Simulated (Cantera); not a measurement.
Feed: 1 mol LiOH, 0.7 mol O2, at 1473 K.

Method: chemical equilibrium by Gibbs-energy minimisation in Cantera with the NASA 1993 tables (ideal gas, pure condensed phases). Candidate condensed phases: H2O, Li, LiH, LiOH, Li2O; 17 gas species. Mutual solubility and eutectic melting of coexisting phases are not modelled. Rates play no part.

Problem. Which condensed phases are stable at each of these points (P (Pa)): 10, 42, 180, 750, 3200, 13000, 56000, 240000, 1000000?

Solution. 
```json
[
 {"P (Pa)": "10", "condensed phases": "Li2O(s)", "Li condensed (%)": "11.2"},
 {"P (Pa)": "42", "condensed phases": "Li2O(s)", "Li condensed (%)": "37.1"},
 {"P (Pa)": "180", "condensed phases": "Li2O(s)", "Li condensed (%)": "62.9"},
 {"P (Pa)": "750", "condensed phases": "Li2O(s)", "Li condensed (%)": "80.1"},
 {"P (Pa)": "3200", "condensed phases": "Li2O(s)", "Li condensed (%)": "90.0"},
 {"P (Pa)": "13000", "condensed phases": "Li2O(s)", "Li condensed (%)": "94.9"},
 {"P (Pa)": "56000", "condensed phases": "Li2O(s)", "Li condensed (%)": "97.5"},
 {"P (Pa)": "240000", "condensed phases": "Li2O(s)", "Li condensed (%)": "98.7"},
 {"P (Pa)": "1000000", "condensed phases": "LiOH(l) + Li2O(s)", "Li condensed (%)": "99.7"}
]
```

From 0.0750 Torr to 1800 Torr the condensed part is Li2O(s). At 7500 Torr the condensed part is LiOH(l) + Li2O(s).
